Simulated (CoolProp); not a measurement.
Values from CoolProp's reference Helmholtz-energy equation of state, Akasaka 2023.

Task: Give the vapour pressure (MPa), liquid density (kg/m³), vapour density (kg/m³) of saturated R1336mzz(E) at -24.95, -13.65 °C.

Result: 
| T (°C) | p (MPa) | liquid density (kg/m³) | vapour density (kg/m³) |
|---|---|---|---|
| -24.95 | 0.0214 | 1460 | 1.73 |
| -13.65 | 0.0387 | 1430 | 3.01 |
